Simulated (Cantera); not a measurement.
Cantera run:

```python
import numpy as np
import cantera as ct

gas_names = """
    O2 H2O
""".split()
cond_names = """
    Li(L) LiH(L) LiOH(L) Li2O(s)
""".split()


# ... load() reads the species with a 1 bar reference pressure and builds the phases ...
species = {s.name: s for s in load("nasa_gas.yaml", gas_names) + load("nasa_condensed.yaml", cond_names)}
T = 1100
g = {n: (s.thermo.h(T) - T * s.thermo.s(T)) / (ct.gas_constant * T * np.log(10)) for n, s in species.items()}
valid = cond_names  # the entries whose range holds T


def stable(la, lb):
    # potentials (over RT ln 10) of the two non-metals from log10 p(O2) and log10 p(H2O) in bar
    mu = {}
    mu["O"] = (g["O2"] + la) / 2
    mu["H"] = (g["H2O"] + lb - 1 * mu["O"]) / 2
    cost = {}
    for n in valid:
        c = species[n].composition
        cost[n] = (g[n] - sum(c.get(e, 0) * m for e, m in mu.items())) / c["Li"]
    return min(cost, key=cost.get)


results = []
for lb in [1, -0.6, -2.2, -3.8, -5.3, -6.9, -8.5, -10.1, -11.7, -13.2, -14.8, -16.4, -18]:
    row = [stable(la, lb) for la in [-14, -13, -12, -11, -10, -9, -8, -7, -6, -5, -4, -3, -2, -1, 0]]
    results.append(row)
    print(f"{lb:6.1f}  " + " ".join(f"{valid.index(n):x}" for n in row))
print("key: " + ", ".join(f"{i:x} {n}" for i, n in enumerate(valid)))
```

Result:

```
   1.0  2 2 2 2 2 2 2 2 2 2 2 2 2 2 2
  -0.6  3 3 3 3 3 3 3 3 3 3 3 3 3 3 3
  -2.2  3 3 3 3 3 3 3 3 3 3 3 3 3 3 3
  -3.8  3 3 3 3 3 3 3 3 3 3 3 3 3 3 3
  -5.3  3 3 3 3 3 3 3 3 3 3 3 3 3 3 3
  -6.9  3 3 3 3 3 3 3 3 3 3 3 3 3 3 3
  -8.5  3 3 3 3 3 3 3 3 3 3 3 3 3 3 3
 -10.1  3 3 3 3 3 3 3 3 3 3 3 3 3 3 3
 -11.7  3 3 3 3 3 3 3 3 3 3 3 3 3 3 3
 -13.2  3 3 3 3 3 3 3 3 3 3 3 3 3 3 3
 -14.8  3 3 3 3 3 3 3 3 3 3 3 3 3 3 3
 -16.4  3 3 3 3 3 3 3 3 3 3 3 3 3 3 3
 -18.0  3 3 3 3 3 3 3 3 3 3 3 3 3 3 3
key: 0 Li(L), 1 LiH(L), 2 LiOH(L), 3 Li2O(s)
```

Source: NASA polynomial tables (part measured, part estimated), evaluated in Cantera. Not in the tables: the peroxide.
